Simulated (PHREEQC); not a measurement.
0.2 mol of Clpyromorphite (Pb5(PO4)3Cl) is brought to equilibrium with 1 kg of water, with rising amounts of KF, at 25 °C. Oxygen alone is held at its pressure in air (log pO2 = -0.68). No CO2 enters from the air. The run lets Clpyromorphite, PbF2, Matlockite, Litharge, Cotunnite, Laurionite, Hxypyromorphite precipitate or redissolve, and no other solid.

All values are PHREEQC results (ion-association model, wateq4f.dat), not measurements.

```
KF added (mol)          pH  dissolved Pb (mol/kgw)  dissolved P (mol/kgw)  dissolved Cl (mol/kgw)
--------------  ----------  ----------------------  ---------------------  ----------------------
0                     7.08                 5.01e-8                3.01e-8                 1.00e-8
0.0417                7.85                 6.26e-8                3.76e-8                 1.25e-8
0.0833                8.00                 8.18e-8                4.91e-8                 1.64e-8
0.125                 8.10                 1.04e-7                6.21e-8                 2.07e-8
0.167                 8.17                 1.28e-7                7.71e-8                 2.57e-8
0.208           (withheld)                 1.56e-7                9.34e-8                 3.11e-8
0.25                  8.27                 1.86e-7                1.12e-7                 3.73e-8
0.292           (withheld)                 2.20e-7                1.32e-7                 4.40e-8
0.333                 8.36                 2.55e-7                1.53e-7                 5.10e-8
0.375           (withheld)                 2.93e-7                1.76e-7                 5.86e-8
0.417                 8.42                 3.33e-7                2.00e-7                 6.66e-8
0.458           (withheld)                 3.74e-7                2.24e-7                 7.48e-8
0.5                   8.48                 4.17e-7                2.50e-7                 8.35e-8
```

Task: Fill in the missing entries.

Result: 
- 0.208, pH: 8.22
- 0.292, pH: 8.32
- 0.375, pH: 8.39
- 0.458, pH: 8.45

Complexes and solids missing from the database can't appear. H3PO4, which wateq4f.dat lacks, is added to it with the constant of phreeqc.dat. The database has no phosphate complexes of Pb.
